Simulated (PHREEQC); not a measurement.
AlCl3 is added in steps, without added water, to 1 kg of water holding 0.12 mol/kgw Cu(NO3)2, 0.00066 mol/kgw HNO3 and 0.00017 mol/kgw Na2SO4, at 25 °C. Oxygen alone is held at its pressure in air (log pO2 = -0.68). The system is closed to CO2. The run lets Gibbsite, Cu(OH)2, Brochantite, Antlerite, Atacamite, Cu2(OH)3NO3, Basaluminite, Halite, Mirabilite, Chalcanthite precipitate or redissolve, and no other solid.

Base run: PHREEQC, ion-association model, wateq4f.dat. Each further column changes one thing. The table gives CuSO4 (mol/kgw).

```
AlCl3 added (mol)     base  Na2SO4 from 0.00017 to 0.000153 mol/kgw  Na2SO4 from 0.00017 to 0.00034 mol/kgw  temperature from 25 to 55 °C  no solid may form
-----------------  -------  ---------------------------------------  --------------------------------------  ----------------------------  -----------------
0                  9.98e-5                                  8.98e-5                                0.000199                      0.000101            9.98e-5
0.108              1.22e-5                                  1.10e-5                                 2.45e-5                       8.47e-6            1.22e-5
0.198              5.72e-6                                  5.15e-6                                 1.14e-5                       3.38e-6            5.72e-6
0.306              2.95e-6                                  2.65e-6                                 5.90e-6                       1.53e-6            2.95e-6
0.414              1.72e-6                                  1.55e-6                                 3.45e-6                       8.12e-7            1.72e-6
0.522              1.08e-6                                  9.76e-7                                 2.17e-6                       4.75e-7            1.08e-6
0.612              7.65e-7                                  6.88e-7                                 1.53e-6                       3.19e-7            7.65e-7
0.72               5.19e-7                                  4.67e-7                                 1.04e-6                       2.06e-7            5.19e-7
```

The ionic strength passes 0.7 mol/kgw, the rough limit of the ion-association models, in part of: base; Na2SO4 from 0.00017 to 0.000153 mol/kgw; Na2SO4 from 0.00017 to 0.00034 mol/kgw; temperature from 25 to 55 °C; no solid may form. At this temperature some constants are extrapolated from 25 °C, and those without enthalpy data are left unchanged.
